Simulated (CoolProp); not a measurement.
Vapour-liquid equilibrium of carbon dioxide (1) + CHF3 (R23) (2) at 237.6 K; x and y are mole fractions of (1).

Model: multi-fluid Helmholtz-energy mixture model, Span 1996 and Penoncello 2003; pair parameters Bell 2016, in CoolProp.

```tsv
x	bubble pressure, mixture model (MPa)	bubble pressure, Raoult's law (MPa)	y, mixture model	y, Raoult's law
0.05	0.8553	0.8480	0.072	0.070
0.2	0.9273	0.9003	0.267	0.262
0.35	0.9939	0.9526	0.433	0.433
0.5	1.053	1.005	0.577	0.587
0.65	1.103	1.057	0.706	0.725
0.8	1.143	1.110	0.829	0.850
0.95	1.172	1.162	0.955	0.964
```

The largest gap from Raoult's law is +4.8 % in bubble pressure, at x = 0.5. No azeotrope shows between x = 0.05 and 0.95.

The pair parameters rest on a limited set of measurements; away from them the model extrapolates.
